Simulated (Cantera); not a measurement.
A Cantera script and what it prints.

```python
import numpy as np
import cantera as ct

gas_names = [...]  # 115 gases of nasa_gas.yaml made of C, Ca, H, O
cond_names = """
    C(gr) C6H6(L) C7H8(L) C8H18(L),n-octa Ca(a) Ca(b) Ca(L) CaCO3(caL) CaO(s) CaO(L) CaO2H2(s) H2O(s)
    H2O(L)
""".split()


# ... load() reads the species with a 1 bar reference pressure and builds the phases ...
atoms = {
    'Ca(OH)2': {'Ca': 1, 'O': 2, 'H': 2},
    'C': {'C': 1},
    'CO2': {'C': 1, 'O': 2},
}
top_T = {'C(gr)': 4500}  # K; cautious upper limits of use, not melting points


# ... equilibrate(T, P, feed) seeds the gas with the atoms and calls Mixture.equilibrate('TP', solver="vcs", rtol=1e-11, max_steps=5000) ...
results = []
feed = {'Ca(OH)2': 1, 'C': 0.59, 'CO2': 0.024}  # mol
T = 1873.15  # K
for P in [10, 68, 460, 3200, 22000, 150000, 1000000]:
    mix = equilibrate(T, P, feed)
    results.append((T, P, feed, dict(zip(mix.species_names, mix.species_moles))))
    x = sorted(zip(gas.X, gas.species_names), reverse=True)
    print(f"T = {T:g} K  P = {P:g} Pa  gas = {mix.phase_moles(0):.4g} mol")
    print("   x: " + "  ".join(f"{s} {v:.3e}" for v, s in x if v > 1e-06))
    print("   condensed (mol): " + ("  ".join(f"{mix.phase(i).name} {mix.phase_moles(i):.4g}"
          for i in range(1, mix.n_phases) if mix.phase_moles(i) > 1e-12) or "none"))
```

Output:

```
T = 1873.15 K  P = 10 Pa  gas = 1.649 mol
   x: H2 3.707e-01  CO 3.263e-01  H2O 2.153e-01  CO2 4.616e-02  H 3.934e-02  OH 1.775e-03  Ca 2.164e-04  O 1.426e-04  CaOH 4.510e-05  O2 3.629e-05  CaO2H2 7.640e-06
   condensed (mol): CaO(s) 0.9996
T = 1873.15 K  P = 68 Pa  gas = 1.627 mol
   x: H2 3.864e-01  CO 3.314e-01  H2O 2.201e-01  CO2 4.596e-02  H 1.540e-02  OH 6.812e-04  Ca 3.246e-05  O 2.056e-05  CaOH 1.766e-05  CaO2H2 7.808e-06  O2 5.130e-06
   condensed (mol): CaO(s) 0.9999
T = 1873.15 K  P = 460 Pa  gas = 1.619 mol
   x: H2 3.926e-01  CO 3.333e-01  H2O 2.219e-01  CO2 4.588e-02  H 5.970e-03  OH 2.620e-04  CaO2H2 7.873e-06  CaOH 6.844e-06  Ca 4.835e-06  O 3.016e-06
   condensed (mol): CaO(s) 1
T = 1873.15 K  P = 3200 Pa  gas = 1.616 mol
   x: H2 3.950e-01  CO 3.341e-01  H2O 2.226e-01  CO2 4.585e-02  H 2.270e-03  OH 9.935e-05  CaO2H2 7.899e-06  CaOH 2.603e-06
   condensed (mol): CaO(s) 1
T = 1873.15 K  P = 22000 Pa  gas = 1.615 mol
   x: H2 3.960e-01  CO 3.344e-01  H2O 2.229e-01  CO2 4.584e-02  H 8.669e-04  OH 3.789e-05  CaO2H2 7.908e-06
   condensed (mol): CaO(s) 1
T = 1873.15 K  P = 150000 Pa  gas = 1.614 mol
   x: H2 3.963e-01  CO 3.345e-01  H2O 2.230e-01  CO2 4.584e-02  H 3.321e-04  OH 1.451e-05  CaO2H2 7.912e-06
   condensed (mol): CaO(s) 1
T = 1873.15 K  P = 1e+06 Pa  gas = 1.614 mol
   x: H2 3.964e-01  CO 3.346e-01  H2O 2.230e-01  CO2 4.584e-02  H 1.287e-04  CaO2H2 7.913e-06  OH 5.621e-06  CH4 1.146e-06
   condensed (mol): CaO(s) 1
```

These are equilibrium values from Cantera (NASA tables, ideal gas, pure condensed phases), not measurements of a reactor.
